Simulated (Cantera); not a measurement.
## Thermodynamics of roasting and sulfation, feed Fe₂O₃ + H₂S + H₂O

Charge: 1 mol Fe₂O₃, 3.6 mol H₂S, 0.9 mol H₂O, equilibrated at 2400 Pa.

Method: chemical equilibrium by Gibbs-energy minimisation in Cantera with the NASA 1993 tables (ideal gas, pure condensed phases). Candidate condensed phases: Fe, FeO, Fe(OH)₂, Fe(OH)₃, FeS, FeSO₄, FeS₂, Fe₂O₃, Fe₂(SO₄)₃, Fe₃O₄, H₂O, H₂SO₄, S; 22 gas species. FeS: taken at fixed stoichiometry. Gases not in the tables: S₃ to S₇. The numbers say what is thermodynamically allowed, not how fast it happens.

From 900 K to 1450 K the condensed part is FeS(s). From 1500 K to 1550 K the condensed part is FeS(l).

```tsv
T (K)	x H₂O	x H₂	x H₂S	x S₂	x SO₂	x SO	x SH	x S₂O	n FeS(s)	n FeS(l)
900	0.742	0.00828	0.155	0.0723	0.0212	2.49e-6	7.40e-6	0.000490	2.00	0
950	0.743	0.0141	0.146	0.0775	0.0194	5.70e-6	1.69e-5	0.000481	2.00	0
1000	0.741	0.0223	0.135	0.0825	0.0185	1.22e-5	3.52e-5	0.000480	2.00	0
1050	0.737	0.0331	0.123	0.0875	0.0184	2.48e-5	6.77e-5	0.000489	2.00	0
1100	0.731	0.0464	0.111	0.0923	0.0191	4.83e-5	0.000121	0.000509	2.00	0
1150	0.722	0.0615	0.0980	0.0967	0.0207	9.05e-5	0.000204	0.000539	2.00	0
1200	0.712	0.0780	0.0855	0.101	0.0231	0.000164	0.000323	0.000576	2.00	0
1250	0.700	0.0953	0.0737	0.104	0.0262	0.000286	0.000489	0.000618	2.00	0
1300	0.686	0.113	0.0631	0.106	0.0301	0.000483	0.000707	0.000663	2.00	0
1350	0.672	0.131	0.0538	0.106	0.0347	0.000788	0.000986	0.000707	2.00	0
1400	0.656	0.149	0.0458	0.106	0.0398	0.00124	0.00133	0.000747	2.00	0
1450	0.639	0.166	0.0390	0.106	0.0453	0.00189	0.00175	0.000784	2.00	0
1500	0.622	0.184	0.0333	0.104	0.0512	0.00280	0.00224	0.000813	0	2.00
1550	0.604	0.201	0.0284	0.101	0.0572	0.00403	0.00280	0.000836	0	2.00
```
x: gas mole fraction; n: condensed amount in mol.
